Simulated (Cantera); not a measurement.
A Cantera script and its output.

```python
import numpy as np
import cantera as ct

gas = ct.Solution("SiF4_NH3_mec.yaml", "gas")
gas.TPX = 1875, 4600, {'NH3': 1, 'H2': 0.18}
reactor = ct.IdealGasConstPressureReactor(gas, energy="off", clone=False)
net = ct.ReactorNet([reactor])
net.rtol, net.atol = 1e-08, 1e-18
show = ['NH3', 'H2', 'NH2', 'N2', 'N2H4', 'N2H2']
times = np.geomspace(1e-05, 7, 14)

steps = ct.SolutionArray(gas, extra=["t"])
rows = []
print(f"{'t/s':>10s}{'T/K':>9s}{'P/Pa':>11s}" + "".join(f"{s:>11s}" for s in show))
for t in times:
    while net.time < t:
        t_next = net.step()
        steps.append(gas.state, t=t_next)
    rows.append([np.interp(t, steps.t, y) for y in (steps.T, steps.P, *steps(*show).X.T)])
    print(f"{t:10.3e}{rows[-1][0]:9.1f}{rows[-1][1]:11.4g}" + "".join(f"{x:11.3e}" for x in rows[-1][2:]))
rate = np.gradient(steps.T, steps.t)
print("integrator steps:", len(steps.t))
if steps.T.max() > steps.T[0] + 200:
    print(f"time of steepest temperature rise: {steps.t[rate.argmax()]:.4e} s")
gas.TPX = 1875, 4600, {'NH3': 1, 'H2': 0.18}
gas.equilibrate("TP")
print(f"equilibrium (TP): T = {gas.T:.1f} K  " + "  ".join(f"{s} {gas[s].X[0]:.3e}" for s in show))
```

It prints:

```
       t/s      T/K       P/Pa        NH3         H2        NH2         N2       N2H4       N2H2
 1.000e-05   1875.0       4600  8.475e-01  1.525e-01  1.696e-06  1.449e-15  8.037e-14  1.265e-12
 2.816e-05   1875.0       4600  8.475e-01  1.525e-01  4.986e-06  2.819e-13  1.139e-12  2.905e-11
 7.930e-05   1875.0       4600  8.474e-01  1.525e-01  1.424e-05  4.212e-11  1.144e-11  5.320e-10
 2.233e-04   1875.0       4600  8.474e-01  1.526e-01  4.027e-05  4.322e-09  9.848e-11  7.331e-09
 6.288e-04   1875.0       4600  8.473e-01  1.526e-01  1.131e-04  2.614e-07  7.971e-10  7.974e-08
 1.771e-03   1875.0       4600  8.470e-01  1.527e-01  3.097e-04  1.019e-05  6.032e-09  7.902e-07
 4.986e-03   1875.0       4600  8.456e-01  1.535e-01  6.468e-04  2.413e-04  2.637e-08  4.378e-06
 1.404e-02   1875.0       4600  8.404e-01  1.572e-01  7.166e-04  1.612e-03  3.238e-08  5.571e-06
 3.954e-02   1875.0       4600  8.258e-01  1.678e-01  7.071e-04  5.568e-03  3.153e-08  5.409e-06
 1.113e-01   1875.0       4600  7.866e-01  1.965e-01  6.820e-04  1.620e-02  2.933e-08  4.982e-06
 3.135e-01   1875.0       4600  6.894e-01  2.674e-01  6.212e-04  4.252e-02  2.433e-08  4.024e-06
 8.828e-01   1875.0       4600  4.923e-01  4.112e-01  4.946e-04  9.591e-02  1.543e-08  2.435e-06
 2.486e+00   1875.0       4600  2.275e-01  6.043e-01  2.941e-04  1.676e-01  5.449e-09  8.647e-07
 7.000e+00   1875.0       4600  4.584e-02  7.366e-01  9.833e-05  2.168e-01  6.081e-10  1.204e-07
integrator steps: 893
equilibrium (TP): T = 1875.0 K  NH3 3.702e-07  H2 7.683e-01  NH2 3.599e-09  N2 2.290e-01  N2H4 8.183e-19  N2H2 1.043e-14
```

Computed with Cantera and the gas-phase N/H chemistry of the illustrative SiF4/NH3 mechanism in the Surface Chemkin manual (1991). Walls and surfaces, which speed up NH3 decomposition in real reactors, are not modelled.
